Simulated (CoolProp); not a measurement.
CF4 (R14) at 338.42 K and 2.66 MPa flows at 1.6 m/s in a round tube of 6 mm bore and 15 µm roughness, fully developed (64/Re and Nu = 3.66 if laminar; Colebrook and Gnielinski if turbulent). Each further row changes one setting.

Model: reference Helmholtz-energy equation of state, Platzer 1990, in CoolProp. This equation is an older, rougher fit.

```tsv
case	Reynolds number	Darcy friction factor	pressure drop (Pa/m)	heat-transfer coefficient (W/(m² K))	mass flow (kg/h)
as stated	(withheld)	0.0281	529	429	14.4
velocity 3.2 m/s	82500	(withheld)	2000	(withheld)	(withheld)
diameter 12 mm	82500	(withheld)	(withheld)	358	(withheld)
```

Question: Fill in the missing entries.

Answer: 
- as stated, Reynolds number: 41300
- velocity 3.2 m/s, Darcy friction factor: 0.0266
- velocity 3.2 m/s, heat-transfer coefficient (W/(m² K)): 821
- velocity 3.2 m/s, mass flow (kg/h): 28.7
- diameter 12 mm, Darcy friction factor: 0.0234
- diameter 12 mm, pressure drop (Pa/m): 220
- diameter 12 mm, mass flow (kg/h): 57.5

Viscosity comes from a separate model (Huber 2003), an estimate that may be off by 10 % or more. Thermal conductivity comes from a separate model (Huber 2003), an estimate that may be off by 10 % or more.
